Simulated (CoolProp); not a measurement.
Model: reference Helmholtz-energy equation of state, Penoncello 2003, in CoolProp.

Question: For CHF3 (R23), give the phase and the Z, speed of sound (m/s), Joule-Thomson coefficient (K/MPa), viscosity (µPa s) at 174.1 K and 22.9 bar; 174.1 K and 40.8 bar.

Answer: 
- 174.1 K and 22.9 bar: liquid; Z 0.0732, speed of sound 927, Joule-Thomson coefficient -0.321, viscosity 420
- 174.1 K and 40.8 bar: liquid; Z 0.130, speed of sound 935, Joule-Thomson coefficient -0.325, viscosity 426

Viscosity comes from a separate model (Shan 2000).
